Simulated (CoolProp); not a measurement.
Sulfur dioxide at 293.15 K and 2.31 MPa is throttled through a valve to 1.54 MPa with no heat exchange. Each further row changes one setting.

Computed with CoolProp (reference Helmholtz-energy equation of state, Gao 2016).

```csv
case,temperature change (K)
as stated,+0.2
outlet pressure 0.462 MPa,+0.4
outlet pressure 2 MPa,+0.1
```
